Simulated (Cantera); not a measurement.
Feed: 1 mol Al2O3, 4.8 mol BCl3, 18 mol O2, at 1325 K and 0.0405 Torr.

Equilibrium computed with Cantera from the NASA thermochemical tables; the gas is ideal and each condensed phase is pure. Candidate condensed phases: Al, AlCl3, Al2O3, B, B2O3; 30 gas species. Mutual solubility and eutectic melting of coexisting phases are not modelled. The tables' values for BOCl are old estimates; treat these amounts as uncertain. Condensed phases not in the tables: borates and borosilicate glass, alloys, solid solutions and most ternary compounds. The numbers say what is thermodynamically allowed, not how fast it happens.

Base state: O2 0.518, Cl 0.431, Cl2 0.0421, B2O3 0.00679, BOCl 0.00170, BO2 0.000455, ClO 7.20e-5, O 2.70e-5 (mole fractions); condensed: Al2O3(s) + B2O3(l).

Question: What changes in the equilibrium state with this change: temperature from 1325 K to 1648 K?

Answer: 
```json
[
 {"species": "O2", "before": "0.518", "after": "0.456"},
 {"species": "Cl", "before": "0.431", "after": "0.455"},
 {"species": "B2O3", "before": "0.00679", "after": "0.0670"},
 {"species": "Cl2", "before": "0.0421", "after": "0.000533"},
 {"species": "BO2", "before": "0.000455", "after": "0.0155"},
 {"species": "BO", "before": "3.46e-9", "after": "1.75e-5"},
 {"species": "O", "before": "2.70e-5", "after": "0.00233"},
 {"species": "BOCl", "before": "0.00170", "after": "0.00380"},
 {"species": "Al2O3(s), mol", "before": "1.000", "after": "1.000"},
 {"species": "B2O3(l), mol", "before": "2.18", "after": "0"}
]
```
